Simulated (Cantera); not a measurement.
An isothermal, constant-pressure homogeneous reactor starts with 19.6 % NH3, 80.4 % N2, at 1473 K and 1050 Torr.

Model: the gas-phase N/H chemistry of the illustrative SiF4/NH3 mechanism in the Surface Chemkin manual (1991), integrated in Cantera. Walls and surfaces, which speed up NH3 decomposition in real reactors, are not modelled.

x: mole fraction; the columns are a selection and need not sum to one.

| t (s) | x NH3 | x H2 | x N2H4 | x N | x N2H2 | x N2 |
|---|---|---|---|---|---|---|
| 0.000200 | 0.196 | 2.26e-7 | 4.44e-11 | <1e-12 | 2.43e-11 | 0.804 |
| 0.000726 | 0.196 | [?] | 6.22e-10 | <1e-12 | 3.93e-10 | 0.804 |
| 0.00263 | 0.196 | 3.52e-6 | 8.06e-9 | 1.18e-12 | 5.59e-9 | 0.804 |
| 0.00955 | 0.196 | 2.95e-5 | 5.76e-8 | 8.91e-12 | 4.29e-8 | 0.804 |
| 0.0346 | 0.196 | 0.000197 | 7.39e-8 | 3.01e-11 | 5.57e-8 | 0.804 |
| 0.126 | 0.195 | 0.000814 | 7.23e-8 | 1.01e-10 | 5.52e-8 | 0.804 |
| 0.456 | 0.194 | 0.00301 | 6.77e-8 | 3.47e-10 | 5.33e-8 | 0.803 |
| 1.65 | 0.188 | [?] | [?] | 8.87e-10 | [?] | 0.802 |
| 6.00 | 0.171 | 0.0314 | 4.03e-8 | 1.17e-9 | 3.32e-8 | 0.798 |

Question: Complete the blanks.

Answer: 
- 0.000726, x H2: 8.32e-7
- 1.65, x H2: 0.0104
- 1.65, x N2H4: 5.77e-8
- 1.65, x N2H2: 4.71e-8
